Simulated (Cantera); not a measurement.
A closed system holds: 1 mol C₂H₆, 1.3 mol H₂O, 1.9 mol H₂, equilibrated at 1475 °C and 13.3 mbar.

Method: chemical equilibrium by Gibbs-energy minimisation in Cantera with the NASA 1993 tables (ideal gas, pure condensed phases). Candidate condensed phases: C, C₆H₆, C₇H₈, C₈H₁₈, H₂O; 110 gas species. Kinetics and transport are ignored.

Base state: H₂ 0.825, CO 0.173, H 0.00180, C₂H₂ (acetylene) 9.33e-5 (mole fractions); condensed: C(graphite).

Question: What changes in the equilibrium state with this change: pressure from 13.3 mbar to 76.0 Pa?

Answer: 
```tsv
species	before	after
H₂	0.825	0.820
CO	0.173	0.173
H	0.00180	0.00751
C₂H₂ (acetylene)	9.33e-5	9.27e-5
C(graphite), mol	0.699	0.699
```
